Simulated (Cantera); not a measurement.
Charge: 1 mol Si2Cl6, 3.5 mol NH3, 31 mol N2, held at 9.80e-5 bar.

Equilibrium computed with Cantera from the NASA thermochemical tables; the gas is ideal and each condensed phase is pure. Candidate condensed phases: NH4Cl, Si, Si3N4; 28 gas species. The feed counts by its element totals alone. Kinetics and transport are ignored.

Over these rows the condensed part is Si3N4(s). Partial pressures as log10 of bar:

```csv
T (K),1000/T (1/K),log p SiCl4,log p N2,log p HCl,log p H2
975,1.0256,-6.70,-4.11,-4.85,-5.22
1075,0.9302,?,-4.11,-4.85,-5.23
1175,0.8511,-7.03,-4.11,-4.86,-5.22
1275,0.7843,-7.51,-4.11,-4.92,-5.16
1375,0.7273,-8.38,-4.11,-5.07,-5.07
1475,0.6780,-9.43,-4.11,-5.28,-5.00
```

Q: Fit log p(SiCl4) = a + b·(1000/T) to the five rows, give the apparent enthalpy, and predict the row at 1075 K.

A: Means: 1000/T = 0.8133, log p = -7.810. Sxy = 0.524643, Sxx = 0.0730432, so b = 7.18 and a = -7.810 − (7.18)×0.8133 = -13.65.
Apparent enthalpy: −19.145 × (7.18) = -137 kJ/mol. With the condensed phases at unit activity, 1/3 Si3N4(s) + 4 HCl(g) = SiCl4(g) + 2/3 N2(g) + 2 H2(g) links this pressure to the main gases: over the six rows their terms move log p by -2.16 in all, so the slope isn't that reaction's ΔH° alone. The five rows lie within 0.65 of the line; that is curvature, so one enthalpy describes this range poorly.
Prediction at 1075 K: -13.65 + (7.18)×0.9302 = -6.97. The computed value is -6.84, 0.13 from the line.
